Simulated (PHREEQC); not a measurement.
# Copper plating or etch bath: an equilibrium model

A solution holds 0.028 mol/kgw CuSO4, 0.00038 mol/kgw HNO3 and 6.3e-05 mol/kgw Na2SO4, at 60 °C. Closed to the air; pH follows from the charge balance.

Model: ion-association model, phreeqc.dat, run in PHREEQC.

This is a speciation only: nothing precipitates in the calculation.

Problem. Estimate the pH, specific conductance.

Solution. pH 3.89; specific conductance 6250 µS/cm.

Problem. In which forms is Cu present?

Solution. Cu+2 59 %, CuSO4 41 % of the Cu.

At this temperature some constants are extrapolated from 25 °C, and those without enthalpy data are left unchanged.
